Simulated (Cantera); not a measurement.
**Silicon carbide growth: SiH₄ + C₃H₈ + H₂ + CH₄**

Feed: 1 mol SiH₄, 0.13 mol C₃H₈, 1100 mol H₂, 2.2 mol CH₄, equilibrated at 75.0 Torr.

These are equilibrium values from Cantera (NASA tables, ideal gas, pure condensed phases), not measurements of a reactor. Candidate condensed phases: C, C₆H₆, C₇H₈, C₈H₁₈, Si, SiC; 87 gas species. Gases not in the tables: Si₂H₆ and higher silanes. The numbers say what is thermodynamically allowed, not how fast it happens.

From 1902 °C to 1927 °C the condensed part is SiC(s). From 1952 °C to 2127 °C nothing is condensed. The main Si-bearing gas is Si throughout.

```csv
T (°C),log p H₂,log p H,log p C₂H₂ (acetylene),log p Si,n SiC(s)
1902,-1.01,-2.82,-4.01,-4.37,0.333
1927,-1.01,-2.75,-3.97,-4.22,0.0652
1952,-1.01,-2.69,-3.96,-4.18,0
1977,-1.01,-2.63,-3.96,-4.17,0
2002,-1.01,-2.58,-3.96,-4.16,0
2027,-1.01,-2.52,-3.96,-4.15,0
2052,-1.02,-2.47,-3.96,-4.14,0
2077,-1.02,-2.41,-3.96,-4.13,0
2102,-1.02,-2.36,-3.96,-4.13,0
2127,-1.02,-2.31,-3.96,-4.13,0
```
log p: log10 of the partial pressure in bar; n: condensed amount in mol.
